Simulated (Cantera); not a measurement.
Input (Python, Cantera):

```python
import numpy as np
import cantera as ct

gas = ct.Solution("SiF4_NH3_mec.yaml", "gas")
gas.TPX = 1723, 170000, {'NH3': 1, 'N2': 6.9}
reactor = ct.IdealGasConstPressureReactor(gas, energy="off", clone=False)
net = ct.ReactorNet([reactor])
net.rtol, net.atol = 1e-08, 1e-18
show = ['NH3', 'H2', 'N2', 'H', 'N2H4', 'N2H2', 'NH']
times = np.geomspace(4e-05, 200, 11)

steps = ct.SolutionArray(gas, extra=["t"])
rows = []
print(f"{'t/s':>10s}{'T/K':>9s}{'P/Pa':>11s}" + "".join(f"{s:>11s}" for s in show))
for t in times:
    while net.time < t:
        t_next = net.step()
        steps.append(gas.state, t=t_next)
    rows.append([np.interp(t, steps.t, y) for y in (steps.T, steps.P, *steps(*show).X.T)])
    print(f"{t:10.3e}{rows[-1][0]:9.1f}{rows[-1][1]:11.4g}" + "".join(f"{x:11.3e}" for x in rows[-1][2:]))
rate = np.gradient(steps.T, steps.t)
print("integrator steps:", len(steps.t))
if steps.T.max() > steps.T[0] + 200:
    print(f"time of steepest temperature rise: {steps.t[rate.argmax()]:.4e} s")
gas.TPX = 1723, 170000, {'NH3': 1, 'N2': 6.9}
gas.equilibrate("TP")
print(f"equilibrium (TP): T = {gas.T:.1f} K  " + "  ".join(f"{s} {gas[s].X[0]:.3e}" for s in show))
```

It prints:

```
       t/s      T/K       P/Pa        NH3         H2         N2          H       N2H4       N2H2         NH
 4.000e-05   1723.0    1.7e+05  1.266e-01  2.691e-06  8.734e-01  2.560e-08  3.113e-10  3.342e-10  1.618e-09
 1.870e-04   1723.0    1.7e+05  1.266e-01  1.328e-05  8.734e-01  2.903e-08  6.774e-09  8.966e-09  5.052e-08
 8.747e-04   1723.0    1.7e+05  1.264e-01  1.098e-04  8.734e-01  8.713e-08  7.519e-08  1.174e-07  3.443e-07
 4.090e-03   1723.0    1.7e+05  1.259e-01  8.803e-04  8.732e-01  3.249e-07  9.613e-08  1.576e-07  4.597e-07
 1.913e-02   1723.0    1.7e+05  1.232e-01  4.475e-03  8.723e-01  1.291e-06  8.214e-08  1.510e-07  5.901e-07
 8.944e-02   1723.0    1.7e+05  1.117e-01  1.973e-02  8.685e-01  5.065e-06  5.801e-08  1.266e-07  7.450e-07
 4.183e-01   1723.0    1.7e+05  7.550e-02  6.796e-02  8.565e-01  1.753e-05  2.724e-08  6.633e-08  6.601e-07
 1.956e+00   1723.0    1.7e+05  2.482e-02  1.354e-01  8.397e-01  4.017e-05  3.907e-09  1.035e-08  3.088e-07
 9.146e+00   1723.0    1.7e+05  4.487e-03  1.625e-01  8.329e-01  5.406e-05  1.606e-10  4.531e-10  7.129e-08
 4.277e+01   1723.0    1.7e+05  8.266e-04  1.674e-01  8.317e-01  5.725e-05  5.761e-12  1.660e-11  1.392e-08
 2.000e+02   1723.0    1.7e+05  1.684e-04  1.683e-01  8.315e-01  5.773e-05  2.405e-13  7.843e-13  2.854e-09
integrator steps: 1823
equilibrium (TP): T = 1723.0 K  NH3 3.665e-06  H2 1.685e-01  N2 8.314e-01  H 5.779e-05  N2H4 1.142e-16  N2H2 9.436e-14  NH 6.211e-11
```

Computed with Cantera and the gas-phase N/H chemistry of the illustrative SiF4/NH3 mechanism in the Surface Chemkin manual (1991). Walls and surfaces, which speed up NH3 decomposition in real reactors, are not modelled.
